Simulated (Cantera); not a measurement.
Input (Python, Cantera) and output of one run.

```python
import numpy as np
import cantera as ct

gas_names = """
    CL CL2 H HCL H2 N NH NH2 NH3 N2 N2H2 N2H4 Si SiCL SiCL2 SiCL3 SiCL4 SiH SiHCL3 SiH2 SiH2CL2 SiH3
    SiH3CL SiH4 SiN Si2 Si2N Si3
""".split()
cond_names = """
    NH4CL(a) NH4CL(b) Si(cr) Si(L) Si3N4(a)
""".split()


# ... load() reads the species with a 1 bar reference pressure and builds the phases ...
atoms = {
    'SiHCl3': {'Si': 1, 'H': 1, 'CL': 3},
    'N2': {'N': 2},
}
top_T = {'Si3N4(a)': 2400}  # K; cautious upper limits of use, not melting points


# ... equilibrate(T, P, feed) seeds the gas with the atoms and calls Mixture.equilibrate('TP', solver="vcs", rtol=1e-11, max_steps=5000) ...
results = []
T = 1550  # K
P = 13332.2  # Pa
for m in [16, 20, 25, 33, 42, 53, 68, 87, 110, 140]:
    feed = {'SiHCl3': 1, 'N2': m}  # mol
    mix = equilibrate(T, P, feed)
    results.append((T, P, feed, dict(zip(mix.species_names, mix.species_moles))))

top = {s: max(r[3][s] / sum(r[3][g] for g in gas_names) for r in results) for s in gas_names}
cols = sorted((s for s in top if top[s] > 1e-05), key=lambda s: -top[s])[:9]
seen = [c for c in cond_names if any(r[3].get(c, 0) > 1e-12 for r in results)]
print("log10 of partial pressures in bar; condensed amounts in mol")
print(f"{'n(N2)':>10s}" + "".join(f"{s[:9]:>10s}" for s in cols + seen))
for T, P, feed, n in results:
    ng = sum(n[g] for g in gas_names)
    print(f"{feed['N2']:10.4g}" + "".join(f"{np.log10(max(n[s] / ng * P / 1e5, 1e-99)):10.3f}" for s in cols)
          + "".join(f"{n.get(c, 0):10.4g}" for c in seen))
```

Output:

```
log10 of partial pressures in bar; condensed amounts in mol
     n(N2)        N2       HCL     SiCL2     SiCL4     SiCL3        H2    SiHCL3        CL  Si3N4(a)
        16    -0.919    -2.188    -2.590    -2.741    -2.888    -3.257    -4.721    -5.159   0.08381
        20    -0.911    -2.273    -2.651    -2.857    -2.976    -3.373    -4.867    -5.186   0.08064
        25    -0.904    -2.360    -2.713    -2.976    -3.067    -3.489    -5.016    -5.215   0.07719
        33    -0.897    -2.470    -2.792    -3.130    -3.184    -3.635    -5.205    -5.252   0.07256
        42    -0.893    -2.568    -2.863    -3.268    -3.288    -3.762    -5.373    -5.286   0.06828
        53    -0.889    -2.662    -2.932    -3.405    -3.391    -3.884    -5.537    -5.320   0.06398
        68    -0.886    -2.765    -3.008    -3.556    -3.504    -4.015    -5.716    -5.357   0.05923
        87    -0.884    -2.867    -3.086    -3.709    -3.620    -4.144    -5.896    -5.395   0.05446
       110    -0.882    -2.965    -3.161    -3.858    -3.732    -4.265    -6.069    -5.432    0.0499
       140    -0.881    -3.066    -3.240    -4.016    -3.851    -4.390    -6.249    -5.471   0.04526
```

Equilibrium computed with Cantera from the NASA thermochemical tables; the gas is ideal and each condensed phase is pure. The tables' values for SiCl3 are old estimates; treat these amounts as uncertain.
